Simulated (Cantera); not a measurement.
**Adiabatic ignition**

An adiabatic, constant-pressure homogeneous reactor starts with 6.12 % CH4, 19.8 % O2, 74.1 % N2, equivalence ratio 0.62, at 1725 K and 100000 Pa.

Model: GRI-Mech 3.0 (53 species, 325 reactions), integrated in Cantera.

```csv
t (s),T (K),x CH4,x O2,x H,x C2H2,x N2O
8.00e-6,1725,0.0612,0.198,2.73e-7,2.66e-12,6.23e-11
1.57e-5,1725,0.0612,0.198,3.35e-7,5.63e-11,2.03e-10
3.09e-5,1725,0.0611,0.198,5.31e-7,1.23e-9,6.80e-10
6.06e-5,1725,0.0606,0.197,1.51e-6,3.49e-8,2.29e-9
0.000119,1735,0.0568,0.195,1.87e-5,2.89e-6,1.07e-8
0.000234,2455,<1e-12,0.0762,0.0103,<1e-12,3.16e-7
0.000459,2634,<1e-12,0.0749,0.00428,<1e-12,6.35e-7
0.000903,2663,<1e-12,0.0738,0.00349,<1e-12,7.37e-7
0.00177,2660,<1e-12,0.0724,0.00343,<1e-12,7.51e-7
0.00348,2655,<1e-12,0.0704,0.00335,<1e-12,7.83e-7
0.00684,2651,<1e-12,0.0686,0.00328,<1e-12,8.27e-7
0.0134,2649,<1e-12,0.0679,0.00325,<1e-12,8.49e-7
0.0264,2649,<1e-12,0.0678,0.00325,<1e-12,8.52e-7
0.0518,2649,<1e-12,0.0678,0.00325,<1e-12,8.52e-7
0.102,2649,<1e-12,0.0678,0.00325,<1e-12,8.52e-7
0.200,2649,<1e-12,0.0678,0.00325,<1e-12,8.52e-7
```
x: mole fraction; the columns are a selection and need not sum to one.

```yaml
time_of_steepest_temperature_rise: 0.173 ms
temperature at 0.200 s: 2649 K
equilibrium_temperature: 2649 K
x(CH4) at 0.200 s: <1e-12 (gas-phase equilibrium <1e-12)
x(O2) at 0.200 s: 0.0678 (gas-phase equilibrium 0.0678)
x(H) at 0.200 s: 0.00325 (gas-phase equilibrium 0.00325)
```
